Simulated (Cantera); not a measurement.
Feed: 1 mol TiO2, 0.37 mol CH4, 0.6 mol CO, at 1675 K and 11.0 mbar.

These are equilibrium values from Cantera (NASA tables, ideal gas, pure condensed phases), not measurements of a reactor. Candidate condensed phases: C, C6H6, C7H8, C8H18, H2O, Ti, TiC, TiO, TiO2, Ti2O3, Ti3O5, Ti4O7; 113 gas species. Mutual solubility and eutectic melting of coexisting phases are not modelled. Kinetics and transport are ignored.

Base state: CO 0.567, H2 0.432, H 0.000727, H2O 0.000393, CO2 0.000156 (mole fractions); condensed: Ti2O3(s) + Ti3O5(s).

Task: What changes in the equilibrium state with this change: temperature from 1675 K to 2050 K?

Result: 
```csv
species,before,after
CO,0.567,0.563
H2,0.432,0.421
H,0.000727,0.0140
TiO,1.89e-8,4.57e-5
TiO2,4.52e-9,1.15e-5
H2O,0.000393,0.00167
CO2,0.000156,0.000468
"Ti2O3(s), mol",0.113,0.121
"Ti3O5(s), mol",0.258,0.253
```
